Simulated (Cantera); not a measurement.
Cantera run:

```python
import numpy as np
import cantera as ct

gas_names = """
    AL ALCL ALCL2 ALCL3 ALH ALN AL2 AL2CL6 CL CL2 H HCL H2 N NH NH2 NH3 N2 N2H2 N2H4
""".split()
cond_names = """
    AL(cr) AL(L) ALCL3(s) ALCL3(L) ALN(s) NH4CL(a) NH4CL(b)
""".split()


# ... load() reads the species with a 1 bar reference pressure and builds the phases ...
atoms = {
    'Al': {'AL': 1},
    'HCl': {'H': 1, 'CL': 1},
    'N2': {'N': 2},
}
top_T = {'ALN(s)': 2750}  # K; cautious upper limits of use, not melting points


# ... equilibrate(T, P, feed) seeds the gas with the atoms and calls Mixture.equilibrate('TP', solver="vcs", rtol=1e-11, max_steps=5000) ...
results = []
feed = {'Al': 1, 'HCl': 8.1, 'N2': 1.1}  # mol
T = 1250  # K
P = 1000  # Pa
mix = equilibrate(T, P, feed)
results.append((T, P, feed, dict(zip(mix.species_names, mix.species_moles))))
x = sorted(zip(gas.X, gas.species_names), reverse=True)
print(f"T = {T:g} K  P = {P:g} Pa  gas = {mix.phase_moles(0):.4g} mol")
print("   x: " + "  ".join(f"{s} {v:.3e}" for v, s in x if v > 0.001))
print("   condensed (mol): " + ("  ".join(f"{mix.phase(i).name} {mix.phase_moles(i):.4g}"
      for i in range(1, mix.n_phases) if mix.phase_moles(i) > 1e-12) or "none"))
```

Output:

```
T = 1250 K  P = 1000 Pa  gas = 8.7 mol
   x: HCL 5.862e-01  H2 1.724e-01  N2 1.264e-01  ALCL3 1.149e-01
   condensed (mol): none
```

These are equilibrium values from Cantera (NASA tables, ideal gas, pure condensed phases), not measurements of a reactor. The tables' values for AlCl2 are old estimates; treat these amounts as uncertain.
